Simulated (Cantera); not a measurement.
A Cantera script and what it prints.

```python
import numpy as np
import cantera as ct

gas_names = """
    AL ALCL ALCL2 ALCL3 ALH ALO ALOCL ALOH ALO2 ALO2H AL2 AL2CL6 AL2O AL2O2 CL CLO CL2 H HALO HCL HOCL
    HO2 H2 H2O H2O2 O OH O2 O3
""".split()
cond_names = """
    AL(cr) AL(L) ALCL3(s) ALCL3(L) AL2O3(a) AL2O3(L) H2O(s) H2O(L)
""".split()


def load(file, names, dense=False):
    # The tables refer to 1 bar. Condensed volumes are neglected.
    table = {s.name: s for s in ct.Species.list_from_file(file)}
    out = []
    for n in names:
        d = dict(table[n].input_data)
        d["thermo"] = dict(d["thermo"], **{"reference-pressure": 1e5})
        if dense:
            d["equation-of-state"] = {"model": "constant-volume", "density": "1e6 g/cm^3"}
        out.append(ct.Species.from_dict(d))
    return out


gas = ct.Solution(thermo="ideal-gas", species=load("nasa_gas.yaml", gas_names))
cond = {s.name: ct.Solution(thermo="fixed-stoichiometry", species=[s], name=s.name)
        for s in load("nasa_condensed.yaml", cond_names, dense=True)}
atoms = {
    'Al2O3': {'AL': 2, 'O': 3},
    'HCl': {'H': 1, 'CL': 1},
    'H2': {'H': 2},
}
top_T = {}  # K; cautious upper limits of use, not melting points


def equilibrate(T, P, feed):
    n = {}
    for name, mol in feed.items():
        for a, k in atoms[name].items():
            n[a] = n.get(a, 0.0) + k * mol
    gas.TPX = T, P, n
    mass = sum(n.values()) * gas.mean_molecular_weight
    gas.equilibrate("TP")
    valid = [c for c in cond.values() if c.min_temp <= T <= top_T.get(c.name, c.max_temp)]
    mix = ct.Mixture([(gas, mass / gas.mean_molecular_weight)] + [(c, 0.0) for c in valid])
    mix.T, mix.P = T, P
    mix.equilibrate("TP", solver="vcs", rtol=1e-11, max_steps=5000)
    return mix


results = []
feed = {'Al2O3': 1, 'HCl': 0.033, 'H2': 0.92}  # mol
T = 700  # K
P = 240000  # Pa
mix = equilibrate(T, P, feed)
results.append((T, P, feed, dict(zip(mix.species_names, mix.species_moles))))
x = sorted(zip(gas.X, gas.species_names), reverse=True)
print(f"T = {T:g} K  P = {P:g} Pa  gas = {mix.phase_moles(0):.4g} mol")
print("   x: " + "  ".join(f"{s} {v:.3e}" for v, s in x if v > 1e-05))
print("   condensed (mol): " + ("  ".join(f"{mix.phase(i).name} {mix.phase_moles(i):.4g}"
      for i in range(1, mix.n_phases) if mix.phase_moles(i) > 1e-12) or "none"))
```

Result:

```
T = 700 K  P = 240000 Pa  gas = 0.953 mol
   x: H2 9.654e-01  HCL 3.463e-02
   condensed (mol): AL2O3(a) 1
```

Cantera equilibrium calculation (NASA polynomials, part measured and part estimated; ideal gas, pure solids and liquids). Condensed phases not in the tables: AlOCl.
